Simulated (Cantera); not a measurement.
A closed system holds: 1 mol Al2O3, 0.02 mol H2, equilibrated at 1 atm.

Cantera equilibrium calculation (NASA polynomials, part measured and part estimated; ideal gas, pure solids and liquids). Candidate condensed phases: Al, Al2O3, H2O; 19 gas species. Equilibrium is a limit: real reactors are often held back by kinetics, nucleation or transport.

### Question
Which condensed phases are stable at each of these points (T (°C)): 1152, 1252, 1352, 1452, 1552, 1652, 1752, 1852, 1952, 2052, 2152, 2252?

### Answer
| T (°C) | condensed phases | Al condensed (%) |
|---|---|---|
| 1152 | Al2O3(s) | 100.0 |
| 1252 | Al2O3(s) | 100.0 |
| 1352 | Al2O3(s) | 100.0 |
| 1452 | Al2O3(s) | 100.0 |
| 1552 | Al2O3(s) | 100.0 |
| 1652 | Al2O3(s) | 100.0 |
| 1752 | Al2O3(s) | 100.0 |
| 1852 | Al2O3(s) | 100.0 |
| 1952 | Al2O3(s) | 100.0 |
| 2052 | Al2O3(s) | 100.0 |
| 2152 | Al2O3(l) | 100.0 |
| 2252 | Al2O3(l) | 100.0 |

From 1152 °C to 2052 °C the condensed part is Al2O3(s). From 2152 °C to 2252 °C the condensed part is Al2O3(l).
